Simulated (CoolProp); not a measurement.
A single-stage vapour-compression cycle with the fluid: evaporating at 303.15 K (dew point), condensing at 349.15 K (bubble point), superheat 5 K, subcooling 8 K, compressor efficiency 0.6, no pressure losses. The same conditions are run with several fluids, on thermodynamics alone (safety and materials aside).

Values from CoolProp's reference Helmholtz-energy equation of state of each fluid (R1336mzz(Z): McLinden 2020; the fluoroketone C6F12O (FK-5-1-12): McLinden 2015; n-butane: Bücker 2006; R123: Younglove 1994; cyclopropane: Polt 1992; vinyl chloride: Thol 2022). The equations of Platzer and Polt are older, rougher fits.

Question: Rank R1336mzz(Z), the fluoroketone C6F12O (FK-5-1-12), n-butane, R123, cyclopropane, vinyl chloride by cooling COP, highest first.

Answer: R123 (3.47), vinyl chloride (3.44), R1336mzz(Z) (3.35), n-butane (3.33), cyclopropane (3.28), the fluoroketone C6F12O (FK-5-1-12) (2.95)

```json
[
 {"fluid": "R1336mzz(Z)", "pressure ratio": "4.33", "discharge temperature (K)": "354.7", "refrigerating effect (kJ/kg)": "122", "volumetric capacity (kJ/m³)": "730"},
 {"fluid": "the fluoroketone C6F12O (FK-5-1-12)", "pressure ratio": "4.77", "discharge temperature (K)": "349.1", "refrigerating effect (kJ/kg)": "55.1", "volumetric capacity (kJ/m³)": "351"},
 {"fluid": "n-butane", "pressure ratio": "3.27", "discharge temperature (K)": "360.7", "refrigerating effect (kJ/kg)": "267", "volumetric capacity (kJ/m³)": "1860"},
 {"fluid": "R123", "pressure ratio": "4.03", "discharge temperature (K)": "367.4", "refrigerating effect (kJ/kg)": "133", "volumetric capacity (kJ/m³)": "907"},
 {"fluid": "cyclopropane", "pressure ratio": "2.83", "discharge temperature (K)": "381.4", "refrigerating effect (kJ/kg)": "310", "volumetric capacity (kJ/m³)": "4860"},
 {"fluid": "vinyl chloride", "pressure ratio": "3.12", "discharge temperature (K)": "396.8", "refrigerating effect (kJ/kg)": "262", "volumetric capacity (kJ/m³)": "3170"}
]
```

The compression ends wet for: the fluoroketone C6F12O (FK-5-1-12).
